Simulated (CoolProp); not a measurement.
A simple Rankine cycle with water: condensing at 329.15 K, boiler at 2.68 MPa, turbine inlet 540.9 K, turbine efficiency 0.8, pump efficiency 0.8, no recuperator. Each further row changes one setting.

Values from CoolProp's reference Helmholtz-energy equation of state, Wagner 2002.

```
case                             thermal efficiency (%)  net work (kJ/kg)  heat in (kJ/kg)  turbine exit temperature (K)  volume ratio over the turbine
-------------------------------  ----------------------  ----------------  ---------------  ----------------------------  -----------------------------
as stated                                          24.3               651             2680                         329.1                           92.7
turbine inlet 560.9 K                              24.4               668             2740                         329.1                           89.6
condensing temperature 321.15 K                    25.3               688             2720                         321.1                            133
boiler pressure 1.88 MPa                           22.9               622             2720                         329.1                           64.9
turbine efficiency 0.7                             21.2               570             2680                         329.1                           96.5
```

The expansion ends wet for: as stated; turbine inlet 560.9 K; condensing temperature 321.15 K; boiler pressure 1.88 MPa; turbine efficiency 0.7.
